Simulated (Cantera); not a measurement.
Input: 1 mol C2F6, 0.051 mol F2, 0.47 mol H2, equilibrated at 3050 K and 2.10e-5 bar.

These are equilibrium values from Cantera (NASA tables, ideal gas, pure condensed phases), not measurements of a reactor. Candidate condensed phases: C, C6H6, C7H8, C8H18; 95 gas species. The feed counts by its element totals alone. Kinetics and transport are ignored.

Task: What is the equilibrium state?

Result: 
| Quantity | Value |
|---|---|
| x(F) | 0.681 |
| x(C) | 0.198 |
| x(H) | 0.100 |
| x(C2) | 0.00681 |
| x(HF) | 0.00627 |
| x(CF) | 0.00449 |
| x(C3) | 0.00342 |
| x(H2) | 6.25e-6 |
| x(C2H) | 3.51e-6 |
| gas amount | 8.826 mol |
| log10 activity of C(graphite) (absent) | -1.29 |
